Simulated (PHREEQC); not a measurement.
A made-up water analysis in mg/L, 25 °C, pH 6.25, pe 9.1:

| constituent | mg/L |
|---|---|
| Na | 6.91 |
| K | 0.903 |
| Ca | 3.74 |
| Mg | 2.04 |
| Cl | 0.372 |
| S(6) as SO4 | 12.3 |
| Alkalinity as HCO3 | 24 |
| Cd | 0.025 |

Valence states are taken as typed.

The numbers come from PHREEQC with the ion-association model, phreeqc.dat.

Precipitation was switched off in this run.

Q: What charge-balance error does the model give?

A: charge-balance error 1.4 %.

Q: In which forms is Mg present?

A: Mg+2 97 %, MgSO4 2.2 % of the Mg.

Complexes and solids missing from the database can't appear.
